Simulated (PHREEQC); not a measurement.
Solution A (65 mmol/kgw NaCl) is mixed with solution B (0.0062 mol NH4HF2, 0.0094 mol H2SiF6, 0.00058 mol H3BO3 and 9.7e-05 mol HCl per kg of water) at 25 °C; shares are by mass of water, 1 kg in all. O2 is buffered at 0.21 atm. The system is closed to CO2. The run lets SiO2(a), Halite precipitate or redissolve, and no other solid.

Model: ion-association model, wateq4f.dat, run in PHREEQC.

```
share of solution B    pH  SiF6-2 (mol/kgw)  BF4- (mol/kgw)
-------------------  ----  ----------------  --------------
0                    6.99                 0               0
0.1                  2.83          0.000702         1.07e-5
0.2                     …           0.00171         4.34e-5
0.3                  2.42           0.00271         9.27e-5
0.4                  2.31                 …        0.000152
0.5                  2.21           0.00465        0.000217
0.6                  2.14           0.00561        0.000283
0.7                  2.07           0.00656        0.000348
0.8                  2.01           0.00750        0.000411
0.9                  1.96           0.00845               …
1                    1.92           0.00939        0.000536
```

Task: What belongs in the gaps?

Result: 
- 0.2, pH: 2.58
- 0.4, SiF6-2 (mol/kgw): 0.00369
- 0.9, BF4- (mol/kgw): 0.000474

Species that the database lacks are ignored. SiF6-2 is the database's only silicon fluoride. Real BF4- forms and hydrolyses slowly; the run takes it at equilibrium.
